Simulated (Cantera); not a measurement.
# Calcination and drying: Ca(OH)2 + H2 + CO2

A closed system holds: 1 mol Ca(OH)2, 0.73 mol H2, 0.2 mol CO2, held at 0.100 bar.

Method: chemical equilibrium by Gibbs-energy minimisation in Cantera with the NASA 1993 tables (ideal gas, pure condensed phases). Candidate condensed phases: C, C6H6, C7H8, C8H18, Ca, CaCO3, CaO, Ca(OH)2, H2O; 115 gas species. Equilibrium is a limit: real reactors are often held back by kinetics, nucleation or transport.

```tsv
T (°C)	x H2	x H2O	x CO	x CO2	x H	x CH4	n CaCO3(calcite)	n Ca(OH)2(s)	n CaO(s)
325	0.765	0.227	1.86e-7	1.60e-6	<1e-12	0.00817	0.193	0.807	0
525	0.420	0.577	0.000496	0.00291	5.46e-12	2.18e-5	0.194	0	0.806
725	0.347	0.550	0.0315	0.0722	4.01e-9	9.51e-7	0	0	1.00
925	0.332	0.564	0.0462	0.0575	3.46e-7	1.28e-8	0	0	1.00
1125	0.322	0.575	0.0567	0.0469	8.48e-6	5.42e-10	0	0	1.00
1325	0.314	0.582	0.0640	0.0396	9.43e-5	4.97e-11	0	0	1.000
1525	0.309	0.587	0.0691	0.0345	0.000619	7.73e-12	0	0	1.000
1725	0.304	0.589	0.0727	0.0308	0.00280	1.74e-12	0	0	1.000
1925	0.298	0.587	0.0750	0.0280	0.00961	<1e-12	0	0	0.999
```
x: gas mole fraction; n: condensed amount in mol.

At 325 °C the condensed part is CaCO3(calcite) + Ca(OH)2(s). At 525 °C the condensed part is CaCO3(calcite) + CaO(s). From 725 °C to 1925 °C the condensed part is CaO(s).
